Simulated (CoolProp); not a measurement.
Ethane along the isotherm 175.3 K: density (kg/m³) from the reference equation and from simpler models built on Tc = 305.3 K, pc = 48.72 bar, ω = 0.099; each cubic takes its own stable root.

The numbers come from the reference Helmholtz-energy equation of state, Bücker 2006 in CoolProp.

| p (bar) | phase | reference |
|---|---|---|
| 40.6 | liquid | 558.7 |
| 81.2 | liquid | 561.9 |
| 122 | liquid | 565.1 |
| 162 | liquid | 568.0 |
| 203 | liquid | 570.9 |
| 244 | liquid | 573.6 |
| 284 | liquid | 576.2 |
| 325 | liquid | 578.8 |
| 365 | liquid | 581.2 |
| 406 | liquid | 583.6 |
| 447 | liquid | 585.9 |
| 487 | liquid | 588.2 |

Q: How far does each simpler model (van der Waals, Redlich-Kwong, Soave-Redlich-Kwong) lie from the reference over these 12 states: mean and median of the absolute difference, and the worst?

A: 
- van der Waals: mean 32.6 %, median 32.3 %, worst -34.2 % at 175.3 K and 40.6 bar
- Redlich-Kwong: mean 3.1 %, median 3.0 %, worst -3.6 % at 175.3 K and 40.6 bar
- Soave-Redlich-Kwong: mean 3.0 %, median 2.9 %, worst -3.4 % at 175.3 K and 40.6 bar
